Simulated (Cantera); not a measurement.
A perfectly stirred reactor is fed with H2 : O2 : N2 = 0.85 : 1 : 3.3 (molar parts), equivalence ratio 0.42, at 0.148 atm; it is held at 1025 K, and followed from long to short residence time.

Cantera simulation using the H2/O2 subset of GRI-Mech 3.0, which has no nitrogen chemistry; the numbers are that mechanism's predictions, not measurements. The temperature is held fixed by assumption; the heat of reaction is taken as removed at once.

One state of this run: x H2 = 0.0125; x O2 = 0.127; x H2O = 0.164; x H2O2 = 2.01e-6; x H = 0.00256; x O = 0.00138. x: mole fraction; the columns are a selection and need not sum to one.

### Question
Which value of τ (s) does it belong to?
A. 0.0014
B. 0.025
C. 0.012
D. 0.0058

### Answer
D, 0.0058
